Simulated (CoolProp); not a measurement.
Vapour-liquid equilibrium of R22 (1) + n-pentane (2) at 283 kPa; x and y are mole fractions of (1).

Model: multi-fluid Helmholtz-energy mixture model, Kamei 1995 and Thol 2019; pair parameters Bell 2016, in CoolProp.

```
x     bubble temperature, mixture model (°C)  bubble temperature, Raoult's law (°C)  y, mixture model  y, Raoult's law
----  --------------------------------------  -------------------------------------  ----------------  ---------------
0.05                                    48.4                                   54.8             0.467            0.382
0.2                                     13.7                                   27.5             0.859            0.788
0.35                                     0.7                                   12.4               ___            0.904
0.5                                     -5.4                                    2.4             0.952            0.952
0.65                                    -8.9                                   -4.8             0.965            0.976
0.8                                    -11.9                                  -10.4               ___            0.989
0.95                                   -15.0                                  -14.9               ___            0.998
```

Question: Some entries are withheld; supply them.

Answer: 
- 0.35, y, mixture model: 0.928
- 0.8, y, mixture model: 0.977
- 0.95, y, mixture model: 0.993

The largest gap from Raoult's law is -13.8 K in bubble temperature, at x = 0.2. No azeotrope shows between x = 0.05 and 0.95.

Pair parameters are fitted to limited data, so mixtures are less certain than the pure fluids. With so large a gap from Raoult's law the liquid may split in two, which this calculation doesn't test in full.
